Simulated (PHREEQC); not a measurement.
PHREEQC input (ion-association model, phreeqc.dat):

```
SOLUTION 0
  temp 25
  units mmol/kgw
  pH 7 charge
  Cl 188.01
  Sr 94
  O(0) 1 O2(g) -0.68
SOLUTION 1-40
  temp 25
  units mmol/kgw
  pH 7 charge
  Cl 8.41
  Ba 4.2
  O(0) 1 O2(g) -0.68
END
EXCHANGE 1-40
  X 0.11
  -equilibrate 1
END
SELECTED_OUTPUT 1
  -reset false
  -pH true
  -pe true
  -ionic_strength true
  -water true
  -step true
  -totals Ba Cl Sr
  -molalities SrX2 BaX2
PRINT
  -reset false
TRANSPORT
  -cells 40
  -shifts 160
  -lengths 0.0125
  -time_step 60
  -dispersivities 0.025
  -boundary_conditions flux flux
  -correct_disp true
  -punch_cells 40
  -punch_frequency 5
END
```

Selected output (columns that matter, 25 of 33 rows; pore volumes added in front):

```
pore volumes	pH	mu	Ba	Cl	Sr	m_SrX2	m_BaX2
0	5.0429	0.01261	0.0042	0.00841	0	0	0.055
0.1375	5.0429	0.01261	0.0042	0.00841	0	0	0.055
0.3875	5.0434	0.012932	0.0043074	0.0086249	1.8259e-25	2.3315e-24	0.055
0.5125	5.0491	0.018118	0.0060359	0.012082	1.4246e-15	1.2981e-14	0.055
0.6375	5.0632	0.038267	0.012752	0.025515	5.637e-09	2.4312e-08	0.055
0.8875	5.0877	0.12283	0.040328	0.081891	0.00061304	0.00082357	0.054176
1.0125	5.0945	0.16811	0.051851	0.11207	0.0041811	0.0041041	0.050896
1.1375	5.0987	0.20537	0.056062	0.13691	0.01239	0.0099553	0.045045
1.3875	5.1029	0.25166	0.047153	0.16777	0.036728	0.024082	0.030918
1.5125	5.1039	0.26381	0.03922	0.17587	0.048712	0.030469	0.024531
1.6375	5.1045	0.27134	0.031383	0.1809	0.059061	0.035916	0.019084
1.8875	5.105	0.27853	0.018639	0.18569	0.074202	0.043958	0.011042
2.0125	5.1052	0.28006	0.014001	0.18671	0.07935	0.046751	0.0082492
2.1375	5.1052	0.28093	0.01039	0.18729	0.08325	0.048897	0.0061029
2.3875	5.1053	0.28169	0.0055642	0.18779	0.088328	0.051741	0.0032594
2.5125	5.1053	0.28183	0.0040271	0.18789	0.089914	0.052642	0.0023577
2.6375	5.1053	0.28192	0.0028973	0.18795	0.091071	0.053304	0.0016958
2.8875	5.1053	0.28198	0.0014778	0.18799	0.092513	0.054135	0.00086475
3.0125	5.1053	0.28199	0.001049	0.188	0.092946	0.054386	0.00061378
3.1375	5.1053	0.282	0.00074202	0.188	0.093255	0.054566	0.00043418
3.3875	5.1053	0.28201	0.0003681	0.18801	0.093631	0.054785	0.00021538
3.5125	5.1053	0.28201	0.00025831	0.18801	0.093741	0.054849	0.00015114
3.6375	5.1053	0.28201	0.00018088	0.18801	0.093819	0.054894	0.00010584
3.8875	5.1053	0.28201	8.8225e-05	0.18801	0.093912	0.054948	5.1621e-05
4.0125	5.1053	0.28201	6.1474e-05	0.18801	0.093938	0.054964	3.5969e-05
```
